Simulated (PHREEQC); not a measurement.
## Spent oxide etchant: an equilibrium model

A solution holds 3.1 mmol/kgw NH4HF2, 0.056 mmol/kgw H2SiF6, 2.2 mmol/kgw H3BO3 and 3.2 mmol/kgw HCl, at 40 °C and 300 atm. It is in equilibrium with CO2 at log p = 0 (atm). Otherwise closed; pH follows from the charge balance.

The numbers come from PHREEQC with the ion-association model, phreeqc.dat.

No solid was allowed to form.

Q: What pH, ionic strength does the model give?

A: pH 2.75; ionic strength 0.00503 mol/kgw.

Q: In which forms is Si present?

A: H4SiO4 52 %, SiF6-2 48 % of the Si.

Species that the database lacks are ignored. Under pressure, the constants of complexes without a molar volume in the database are unreliable. Constants without temperature data keep their 25 °C values here. SiF6-2 is the database's only silicon fluoride. Real BF4- forms and hydrolyses slowly; the run takes it at equilibrium.
